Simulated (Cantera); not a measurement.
A Cantera script and what it prints.

```python
import numpy as np
import cantera as ct

gas_names = """
    F F2 FS2F,fluorodisu N NF NF2 NF3 N2 S SF SF2 SF3 SF4 SF5 SF6 SN S2 S2F2,thiothiony S8 Si SiF SiF2
    SiF3 SiF4 SiN SiS Si2 Si2N Si3
""".split()
cond_names = """
    S(cr1) S(cr2) S(L) Si(cr) Si(L) Si3N4(a)
""".split()


# ... load() reads the species with a 1 bar reference pressure and builds the phases ...
atoms = {
    'Si': {'Si': 1},
    'SF6': {'S': 1, 'F': 6},
    'N2': {'N': 2},
}
top_T = {'Si3N4(a)': 2400}  # K; cautious upper limits of use, not melting points


# ... equilibrate(T, P, feed) seeds the gas with the atoms and calls Mixture.equilibrate('TP', solver="vcs", rtol=1e-11, max_steps=5000) ...
results = []
feed = {'Si': 1, 'SF6': 4.9, 'N2': 22}  # mol
P = 13332.2  # Pa
for T in [473, 548, 623, 698, 773, 848, 923, 998, 1073, 1148, 1223, 1298, 1373]:
    mix = equilibrate(T, P, feed)
    results.append((T, P, feed, dict(zip(mix.species_names, mix.species_moles))))

top = {s: max(r[3][s] / sum(r[3][g] for g in gas_names) for r in results) for s in gas_names}
cols = sorted((s for s in top if top[s] > 0.0001), key=lambda s: -top[s])[:8]
seen = [c for c in cond_names if any(r[3].get(c, 0) > 1e-12 for r in results)]
print("log10 of partial pressures in bar; condensed amounts in mol")
print(f"{'T/K':>10s}" + "".join(f"{s[:9]:>10s}" for s in cols + seen))
for T, P, feed, n in results:
    ng = sum(n[g] for g in gas_names)
    print(f"{T:10.4g}" + "".join(f"{np.log10(max(n[s] / ng * P / 1e5, 1e-99)):10.3f}" for s in cols)
          + "".join(f"{n.get(c, 0):10.4g}" for c in seen))
```

Output:

```
log10 of partial pressures in bar; condensed amounts in mol
       T/K        N2       SF6       SF4      SiF4 S2F2,thio         F       SF3       SF5
       473    -0.972    -1.706    -3.544    -2.315    -2.726   -24.545    -8.874   -11.341
       548    -0.973    -1.724    -2.809    -2.315    -2.789   -20.240    -7.297    -9.715
       623    -0.975    -1.775    -2.310    -2.318    -3.025   -16.958    -6.172    -8.527
       698    -0.978    -1.844    -2.056    -2.320    -3.815   -14.325    -5.482    -7.676
       773    -0.978    -1.858    -2.021    -2.321    -5.424   -12.096    -5.202    -7.054
       848    -0.978    -1.858    -2.021    -2.321    -6.920   -10.242    -5.020    -6.550
       923    -0.978    -1.858    -2.021    -2.321    -8.176    -8.689    -4.869    -6.128
       998    -0.978    -1.858    -2.021    -2.321    -9.241    -7.370    -4.741    -5.768
      1073    -0.978    -1.858    -2.022    -2.321   -10.155    -6.235    -4.631    -5.459
      1148    -0.978    -1.858    -2.022    -2.321   -10.947    -5.250    -4.536    -5.190
      1223    -0.978    -1.859    -2.022    -2.321   -11.635    -4.386    -4.452    -4.954
      1298    -0.979    -1.862    -2.019    -2.321   -12.218    -3.625    -4.371    -4.746
      1373    -0.982    -1.879    -2.003    -2.324   -12.632    -2.961    -4.274    -4.560
```

Method: chemical equilibrium by Gibbs-energy minimisation in Cantera with the NASA 1993 tables (ideal gas, pure condensed phases). The tables' values for S2F2 (SSF2), SF3, SF5 are old estimates; treat these amounts as uncertain.
